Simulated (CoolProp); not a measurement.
A closed Brayton cycle with dry air: compressor inlet 324.15 K and 5.3 MPa, high pressure 16.7 MPa, turbine inlet 935 K, compressor efficiency 0.89, turbine efficiency 0.85, recuperator effectiveness 0 (on enthalpy, no pinch check). Each further row changes one setting.

Values from CoolProp's reference Helmholtz-energy equation of state, Lemmon 2000. It is a pseudo-pure fit of the blend.

| case | thermal efficiency (%) | net work (kJ/kg) | compressor to turbine work | compressor exit (K) | turbine exit (K) |
|---|---|---|---|---|---|
| as stated | 16.9 | 88.0 | 0.62 | 466.9 | 730.2 |
| turbine inlet 885 K | ___ | 75.4 | ___ | 466.9 | ___ |
| compressor inlet 334.15 K | 16.5 | 83.3 | ___ | 481.0 | 730.2 |
| high pressure 14.2 MPa | ___ | ___ | ___ | 443.9 | 756.0 |
| recuperator effectiveness 0.5 | ___ | 88.0 | 0.62 | 466.9 | 730.2 |

### Question
Fill in the missing entries.

### Answer

- turbine inlet 885 K, thermal efficiency (%): 16.3
- turbine inlet 885 K, compressor to turbine work: 0.66
- turbine inlet 885 K, turbine exit (K): 689.4
- compressor inlet 334.15 K, compressor to turbine work: 0.65
- high pressure 14.2 MPa, thermal efficiency (%): 15.2
- high pressure 14.2 MPa, net work (kJ/kg): 82.8
- high pressure 14.2 MPa, compressor to turbine work: 0.60
- recuperator effectiveness 0.5, thermal efficiency (%): 23.2
